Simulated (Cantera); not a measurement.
# Catalytic combustion on Pt

An isothermal plug-flow reactor at 975 K and 44000 Pa (inlet), inlet velocity 0.97 m/s, active area per volume 2800 1/m; feed CH4 : O2 : N2 = 0.0021 : 0.01 : 0.79 (molar parts), equivalence ratio 0.42.

Cantera simulation using Deutschmann's 1995 Pt surface mechanism with GRI-Mech 3.0 gas chemistry; the numbers are that mechanism's predictions, not measurements. Catalytic surfaces can have several steady states; this one follows from the mechanism file's or the stated starting coverage. Mass transfer to the wall is taken as infinitely fast.

```json
[
 {"z (m)": "0.0007", "x CH4": "0.00161", "x O2": "0.0105", "x H2O": "0.00201", "x CO2": "0.00101", "x CO": "1.11e-6", "θ free Pt": "0.345", "θ O*": "0.654", "θ OH*": "0.000703"},
 {"z (m)": "0.0012", "x CH4": "0.00112", "x O2": "0.00947", "x H2O": "0.00299", "x CO2": "0.00150", "x CO": "7.78e-7", "θ free Pt": "0.350", "θ O*": "0.649", "θ OH*": "0.000856"},
 {"z (m)": "0.0019", "x CH4": "0.000663", "x O2": "0.00856", "x H2O": "0.00391", "x CO2": "0.00195", "x CO": "4.66e-7", "θ free Pt": "0.355", "θ O*": "0.644", "θ OH*": "0.000979"},
 {"z (m)": "0.0032", "x CH4": "0.000242", "x O2": "0.00772", "x H2O": "0.00475", "x CO2": "0.00238", "x CO": "1.72e-7", "θ free Pt": "0.360", "θ O*": "0.639", "θ OH*": "0.00108"},
 {"z (m)": "0.0054", "x CH4": "4.22e-5", "x O2": "0.00732", "x H2O": "0.00515", "x CO2": "0.00258", "x CO": "3.02e-8", "θ free Pt": "0.363", "θ O*": "0.636", "θ OH*": "0.00113"},
 {"z (m)": "0.009", "x CH4": "2.37e-6", "x O2": "0.00724", "x H2O": "0.00523", "x CO2": "0.00262", "x CO": "1.70e-9", "θ free Pt": "0.363", "θ O*": "0.636", "θ OH*": "0.00114"},
 {"z (m)": "0.015", "x CH4": "2.06e-8", "x O2": "0.00723", "x H2O": "0.00524", "x CO2": "0.00262", "x CO": "1.87e-11", "θ free Pt": "0.363", "θ O*": "0.636", "θ OH*": "0.00114"},
 {"z (m)": "0.025", "x CH4": "9.20e-10", "x O2": "0.00723", "x H2O": "0.00524", "x CO2": "0.00262", "x CO": "3.79e-12", "θ free Pt": "0.363", "θ O*": "0.636", "θ OH*": "0.00114"},
 {"z (m)": "0.042", "x CH4": "5.89e-10", "x O2": "0.00723", "x H2O": "0.00524", "x CO2": "0.00262", "x CO": "2.76e-12", "θ free Pt": "0.363", "θ O*": "0.636", "θ OH*": "0.00114"},
 {"z (m)": "0.07", "x CH4": "3.31e-10", "x O2": "0.00723", "x H2O": "0.00524", "x CO2": "0.00262", "x CO": "1.97e-12", "θ free Pt": "0.363", "θ O*": "0.636", "θ OH*": "0.00114"}
]
```
x: gas mole fraction; θ: surface coverage.
